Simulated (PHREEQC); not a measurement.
A PHREEQC input (ion-association model, wateq4f.dat):

```
SOLUTION 1
  temp 25
  units mg/L
  pH 12.5
  pe 2.4
  Na 0.0434
  K 0.0411
  Ca 0.139
  Mg 0.0337
  Cl 0.126
  S(6) 0.107 as SO4
  Alkalinity 0.425 as HCO3
  Li 7.12e-05
  Sr 0.000751
  Ba 0.000259
  Zn 0.00206
END
USE solution 1
EQUILIBRIUM_PHASES 1
  Gypsum 0 0
  CO2(g) -2 10
END
```

It stops with these messages:

```
WARNING: Maximum iterations exceeded, 100
WARNING: Maximum iterations exceeded, 100
WARNING: The program has failed to converge to a numerical solution.
ERROR:           Alkalinity has not converged. Total: 6.968787e-06	Calculated: 3.637928e-02	Residual: -3.637232e-02
ERROR: Is non-carbonate alkalinity greater than total alkalinity?
ERROR:                   Ba has not converged. Total: 1.886847e-09	Calculated: 1.688675e-09	Residual: 1.981728e-10
ERROR:                   Ca has not converged. Total: 3.469933e-06	Calculated: 3.192084e-06	Residual: 2.778497e-07
ERROR:                   Cl has not converged. Total: 3.555917e-06	Calculated: 4.083005e-06	Residual: -5.270879e-07
ERROR:                    K has not converged. Total: 1.051664e-06	Calculated: 1.207555e-06	Residual: -1.558913e-07
ERROR:                   Li has not converged. Total: 1.026638e-08	Calculated: 1.165140e-08	Residual: -1.385025e-09
ERROR:                   Mg has not converged. Total: 1.386894e-06	Calculated: 1.338443e-06	Residual: 4.845112e-08
ERROR:                   Na has not converged. Total: 1.888811e-06	Calculated: 2.158316e-06	Residual: -2.695049e-07
ERROR:                 S(6) has not converged. Total: 1.114441e-06	Calculated: 9.864680e-07	Residual: 1.279731e-07
ERROR:                   Sr has not converged. Total: 8.575723e-09	Calculated: 7.746255e-09	Residual: 8.294682e-10
ERROR:                   Zn has not converged. Total: 3.152991e-08	Calculated: 2.943568e-08	Residual: 2.094236e-09
ERROR:                   Mu Ionic strength has not converged. 	Residual: 5.647875e-04
ERROR:               A(H2O) Activity of water has not converged. 	Residual: 6.179288e-04
ERROR: Model failed to converge for initial solution  1.
```

What went wrong, and how is it mended?

The fault: pH typed as 12.5 with the alkalinity kept. The line should read `pH 6.54` where the input has `pH 12.5`. With the mend the run ends at pH 5.03 and ionic strength 2.81e-5 mol/kgw.
